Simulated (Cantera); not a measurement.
A perfectly stirred reactor is fed with 36.8 % CH4, 47.8 % H2O, 15.4 % H2, at 173 Torr; it is held at 1600 K, and followed from long to short residence time.

Detailed kinetics in Cantera: GRI-Mech 3.0 (53 species, 325 reactions).

x: mole fraction; the columns are a selection and need not sum to one.

| τ (s) | x CH4 | x H2O | x H2 | x CO | x C2H | x H2O2 | x HCO |
|---|---|---|---|---|---|---|---|
| 1.2 | 0.0866 | 0.324 | 0.473 | 0.0310 | 3.61e-8 | <1e-12 | 1.32e-9 |
| 0.53 | 0.123 | 0.365 | 0.416 | 0.0152 | 3.47e-8 | <1e-12 | 1.33e-9 |
| 0.24 | 0.168 | 0.397 | 0.358 | 0.00689 | 2.92e-8 | <1e-12 | … |
| 0.10 | 0.226 | 0.425 | 0.295 | 0.00261 | 2.07e-8 | <1e-12 | … |
| 0.047 | 0.274 | 0.445 | 0.245 | 0.00105 | 1.32e-8 | <1e-12 | … |
| 0.021 | 0.315 | 0.461 | 0.204 | 0.000376 | 6.62e-9 | <1e-12 | 2.54e-9 |
| 0.0093 | 0.342 | 0.470 | 0.177 | 0.000129 | 2.45e-9 | <1e-12 | 2.49e-9 |

### Question
Some entries are withheld; supply them.

### Answer

- 0.24, x HCO: 1.56e-9
- 0.10, x HCO: 1.94e-9
- 0.047, x HCO: 2.29e-9
